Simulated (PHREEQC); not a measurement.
A solution holds 0.04 mol FeSO4, 0.039 mol MgSO4, 0.00012 mol NaHCO3 and 3.2e-05 mol NaCl per kg of water, at 20 °C. Closed to the air; pH follows from the charge balance.

The numbers come from PHREEQC with the ion-association model, phreeqc.dat.

Precipitation was switched off in this run.

Problem. Estimate the pH, specific conductance, density.

Solution. pH 6.78; specific conductance 6590 µS/cm; density 1.009 g/cm³.

Problem. In which forms is Cl present?

Solution. Cl- 99 %, FeCl+ 1.1 % of the Cl.

The solution is supersaturated, for example in Siderite, so a real one may precipitate; this is no full list.
